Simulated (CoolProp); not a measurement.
Saturated liquid density (kg/m³) of octamethylcyclotetrasiloxane (D4): the reference equation beside estimates from Tc = 313.4 °C, pc = 1.347 MPa, ω = 0.598. Rackett uses Z = 0.29056 − 0.08775 ω.

Computed with CoolProp (reference Helmholtz-energy equation of state, Thol 2015).

| T (°C) | reference | Rackett | van der Waals | Redlich-Kwong | Soave-Redlich-Kwong | Peng-Robinson |
|---|---|---|---|---|---|---|
| 71.05 | 897.6 | 1050 | 509.6 | 751.3 | 804.9 | 905.6 |
| 90.85 | ? | 1022 | 497.9 | 731.1 | 788.1 | 887.7 |
| 110.75 | 850.1 | 992.8 | 485.5 | 709.5 | 769.5 | 867.8 |
| 130.55 | 825.4 | 962.8 | 472.4 | 686.5 | 749.1 | 845.7 |
| 150.35 | 799.9 | 931.4 | 458.5 | 661.7 | 726.3 | 821.0 |
| 170.15 | 773.2 | 898.3 | 443.6 | 635.1 | 700.9 | 793.2 |
| 190.05 | 744.8 | 863.0 | 427.5 | ? | 672.2 | 761.5 |
| 209.85 | 714.6 | 825.1 | ? | 574.4 | ? | 725.2 |
| 229.65 | 681.5 | 783.7 | 390.5 | 539.5 | 602.2 | 683.0 |
| 249.45 | 644.2 | 737.3 | 368.5 | 500.0 | ? | 632.8 |

Question: Some entries are withheld; supply them.

Answer: 
- 90.85, reference: 874.1
- 190.05, Redlich-Kwong: 606.1
- 209.85, van der Waals: 409.9
- 209.85, Soave-Redlich-Kwong: 639.6
- 249.45, Soave-Redlich-Kwong: 558.2

Absolute difference from the reference over all 10 rows, mean and median: Rackett 16.1 and 16.3 %, van der Waals 42.8 and 42.7 %, Redlich-Kwong 18.3 and 17.6 %, Soave-Redlich-Kwong 10.3 and 9.8 %, Peng-Robinson 1.8 and 1.9 %.
